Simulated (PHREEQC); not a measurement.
A PHREEQC speciation (ion-association model, wateq4f.dat) at 75 °C gives pH 3.17 and these molalities:

```
species      mol/kgw
----------  --------
Cu+2          0.0114
SO4-2         0.0103
CuSO4        0.00644
Cl-          0.00179
HSO4-        0.00130
H+          0.000797
CuCl+       0.000205
H2AsO4-      9.46e-5
H3AsO4       1.54e-5
Cu2(OH)2+2   4.31e-7
CuCl2        2.01e-7
CuOH+        9.64e-8
HAsO4-2      2.20e-8
```

Task: What are the element totals, and what could have been dissolved in 1 kg of water to give them?

Result: This is not unique; one that fits is totals As(5) 0.000110, Cl 0.00200, Cu(2) 0.0180, S(6) 0.0180 mol/kgw, from 0.018 mol/kgw CuSO4, 0.00011 mol/kgw H3AsO4 and 0.002 mol/kgw HCl.

No solid was allowed to form. Complexes and solids missing from the database can't appear. Away from 25 °C the constants follow the database's enthalpies or fits; those with neither stay at their 25 °C values. The database has no arsenate complexes of Cu.
